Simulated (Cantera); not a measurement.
An isothermal, constant-pressure homogeneous reactor starts with 41.7 % NO, 58.3 % N₂, at 1675 K and 100000 Pa.

Cantera simulation using GRI-Mech 3.0 (53 species, 325 reactions); the numbers are that mechanism's predictions, not measurements.

One state of this run: x NO = 0.375; x N₂O = 5.41e-5; x O = 5.38e-6; x O₂ = 0.0203; x N₂ = 0.604; x NO₂ = 0.000412. x: mole fraction; the columns are a selection and need not sum to one.

Q: Which value of t (s) does it belong to?
A) 0.169
B) 1.84
C) 0.0514
D) 6.07

A: B, 1.84
